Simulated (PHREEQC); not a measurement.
Copper plating or etch bath: an equilibrium model

Consider water at 15 °C with 6e-05 mol CuSO4, 8.1e-06 mol H2SO4 and 8.4e-06 mol Na2SO4 per kg of water. Closed to the air; pH follows from the charge balance.

All values are PHREEQC results (ion-association model, wateq4f.dat), not measurements.

pH: 4.80
ionic strength: 0.000286 mol/kgw
total alkalinity: -0.0162 meq/kg

| species | molality | activity | log γ |
|---|---|---|---|
| SO4-2 | 7.57e-5 | 7.01e-5 | -0.033 |
| Cu+2 | 5.92e-5 | 5.49e-5 | -0.033 |
| Na+ | 1.68e-5 | 1.65e-5 | -0.008 |
| H+ | 1.62e-5 | 1.59e-5 | -0.008 |
| CuSO4 | 7.32e-7 | 7.32e-7 | 0.000 |
| HSO4- | 8.94e-8 | 8.77e-8 | -0.008 |
| CuOH+ | 3.53e-8 | 3.46e-8 | -0.008 |
| NaSO4- | 5.53e-9 | 5.42e-9 | -0.008 |
| Cu(OH)2 | 4.56e-9 | 4.56e-9 | 0.000 |

This is a speciation only: nothing precipitates in the calculation.
